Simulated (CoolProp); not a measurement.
Vapour-liquid equilibrium of ethanol (1) + cyclohexane (2) at 0.953 MPa; x and y are mole fractions of (1).

Computed with CoolProp (multi-fluid Helmholtz-energy mixture model, Schroeder 2014 and Zhou 2014; pair parameters Bell 2016).

**Question.** Give the bubble temperature and the first vapour's composition at x = 0.35, 0.55, 0.85. Is there an azeotrope?

**Answer.** x = 0.35: 420.1 K, y = 0.542; x = 0.55: 417.8 K, y = 0.620; x = 0.85: 418.5 K, y = 0.802. y crosses x between x = 0.65 and 0.75: the model has an azeotrope there.

Pair parameters are fitted to limited data, so mixtures are less certain than the pure fluids.
